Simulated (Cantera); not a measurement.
**Hydrogen reduction and annealing atmospheres: TiO2 + H2**

Feed: 1 mol TiO2, 2.1 mol H2, held at 12.0 Torr.

Method: chemical equilibrium by Gibbs-energy minimisation in Cantera with the NASA 1993 tables (ideal gas, pure condensed phases). Candidate condensed phases: H2O, Ti, TiO, TiO2, Ti2O3, Ti3O5, Ti4O7; 12 gas species. Mutual solubility and eutectic melting of coexisting phases are not modelled. Condensed phases not in the tables: Magnéli phases beyond Ti4O7. Kinetics and transport are ignored.

From 1525 K to 1850 K the condensed part is TiO2(rutile) + Ti4O7(s).

```tsv
T (K)	log p H2	log p H2O	log p H	log p OH	log p TiO2	log p O	log p TiO	n TiO2(rutile)	n Ti4O7(s)
1525	-1.80	-3.52	-5.53	-8.75	-11.65	-12.54	-12.68	0.842	0.0396
1550	-1.81	-3.45	-5.40	-8.52	-11.31	-12.19	-12.36	0.812	0.0470
1575	-1.81	-3.37	-5.29	-8.29	-10.98	-11.84	-12.05	0.778	0.0555
1600	-1.81	-3.30	-5.17	-8.07	-10.66	-11.51	-11.74	0.739	0.0652
1625	-1.81	-3.24	-5.06	-7.86	-10.35	-11.19	-11.45	0.696	0.0761
1650	-1.81	-3.17	-4.95	-7.65	-10.05	-10.87	-11.16	0.646	0.0884
1675	-1.82	-3.11	-4.84	-7.45	-9.76	-10.57	-10.89	0.591	0.102
1700	-1.82	-3.05	-4.74	-7.26	-9.48	-10.27	-10.62	0.529	0.118
1725	-1.83	-2.99	-4.64	-7.07	-9.21	-9.99	-10.36	0.461	0.135
1750	-1.83	-2.93	-4.55	-6.88	-8.94	-9.71	-10.11	0.386	0.153
1775	-1.83	-2.88	-4.46	-6.70	-8.68	-9.43	-9.87	0.304	0.174
1800	-1.84	-2.83	-4.37	-6.53	-8.43	-9.17	-9.63	0.213	0.197
1825	-1.85	-2.77	-4.28	-6.36	-8.19	-8.91	-9.40	0.116	0.221
1850	-1.85	-2.73	-4.19	-6.20	-7.95	-8.66	-9.18	0.0103	0.247
```
log p: log10 of the partial pressure in bar; n: condensed amount in mol.
